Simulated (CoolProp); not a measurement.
Vapour-liquid equilibrium of diethyl ether (1) + n-hexane (2) at 136.05 °C; x and y are mole fractions of (1).

Computed with CoolProp (multi-fluid Helmholtz-energy mixture model, Thol 2014 and Thol 2019; pair parameters Bell 2016).

```tsv
x	bubble pressure (kPa)	y at the bubble point	dew pressure at overall composition x (kPa)	liquid density (mol/L)
0.05	615.3	0.109	589.0	6.299
0.125	682.5	0.242	622.9	6.369
0.2	746.4	0.350	660.1	6.441
0.275	807.7	0.442	701.1	6.517
0.35	867.4	0.521	746.2	6.594
0.425	926.0	0.592	796.0	6.675
0.5	984.0	0.657	850.8	6.758
0.575	1042	0.717	911.1	6.844
0.65	1100	0.773	977.3	6.933
0.725	1159	0.826	1050	7.025
0.8	1218	0.876	1130	7.119
0.875	1278	0.924	1217	7.217
0.95	1340	0.970	1313	7.317
```

No azeotrope shows between x = 0.05 and 0.95.

Pair parameters are fitted to limited data, so mixtures are less certain than the pure fluids.
